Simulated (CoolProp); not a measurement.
Values from CoolProp's reference Helmholtz-energy equation of state, Setzmann 1991.

Q: Give the vapour pressure (kPa), liquid density (kg/m³), vapour density (kg/m³), liquid cp (kJ/(kg K)) of saturated methane at 145.2 K.

A: 
```
T (K)  p (kPa)  liquid density (kg/m³)  vapour density (kg/m³)  liquid cp (kJ/(kg K))
-----  -------  ----------------------  ----------------------  ---------------------
145.2      831                     367                    13.1                   3.92
```
